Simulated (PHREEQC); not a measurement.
Model water analysis in mmol/kgw, 61 °C, pH 3.02: Na 109; K 0.0829; Ca 8.54; Mg 5.1; Cl 50.5; S(6) 45.5; Si 0.158.

Valence states are taken as typed.

The numbers come from PHREEQC with the Pitzer model, pitzer.dat.

| quantity | before | after |
|---|---|---|
| HSO4- (mol/kgw) | 0.00323 | 0.00169 |
| H3SiO4- (mol/kgw) | 1.04e-10 | 1.02e-10 |
| MgOH+ (mol/kgw) | 3.90e-11 | 4.39e-11 |
| SI of Gypsum (CaSO4:2H2O) | -0.19 | -0.35 |
| SI of SiO2(a) (SiO2) | -1.40 | -1.40 |

Task: Which change was made?
(A) Na from 109 to 54.5 mmol/kgw
(B) S(6) from 45.5 to 22.8 mmol/kgw
(C) temperature from 61 to 45 °C at the same typed pH

Result: B, S(6) from 45.5 to 22.8 mmol/kgw

This is a speciation only: nothing precipitates in the calculation. Constants without temperature data keep their 25 °C values here.
